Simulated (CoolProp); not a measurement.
A Linde-Hampson liquefier for ethylene: isothermal reversible compression at 290 K from 1 atm to 30 MPa, throttling to 1 atm, return gas leaving the recuperator 0 K below the feed. Each further row changes one setting.

The numbers come from the reference Helmholtz-energy equation of state, Smukala 2000 in CoolProp.

| case | liquid yield per pass | compression work (kJ/kg of gas) |
|---|---|---|
| as stated | (withheld) | 373 |
| high pressure 60 MPa | (withheld) | (withheld) |
| warm-end temperature 320 K | (withheld) | 444 |
| warm-end gap 5 K | 0.503 | 373 |

Q: Complete the blanks.

A: 
- as stated, liquid yield per pass: 0.508
- high pressure 60 MPa, liquid yield per pass: 0.477
- high pressure 60 MPa, compression work (kJ/kg of gas): 437
- warm-end temperature 320 K, liquid yield per pass: 0.429
